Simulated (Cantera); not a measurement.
Input: 1 mol CsOH, 0.43 mol O2, at 1050 K and 0.100 bar.

Equilibrium computed with Cantera from the NASA thermochemical tables; the gas is ideal and each condensed phase is pure. Candidate condensed phases: Cs, CsOH, H2O; 15 gas species. Equilibrium is a limit: real reactors are often held back by kinetics, nucleation or transport.

Base state: CsOH 0.600, O2 0.324, Cs2(OH)2 0.0766, Cs 3.81e-5, H2O 2.34e-5 (mole fractions); condensed: gas only.

Q: What changes in the equilibrium state with this change: temperature from 1050 K to 1425 K?

A: 
```tsv
species	before	after
CsOH	0.600	0.694
O2	0.324	0.301
Cs	3.81e-5	0.00305
Cs2(OH)2	0.0766	0.000554
H2O	2.34e-5	0.00159
CsO	2.31e-6	0.000119
Cs2O	3.24e-6	1.23e-5
```
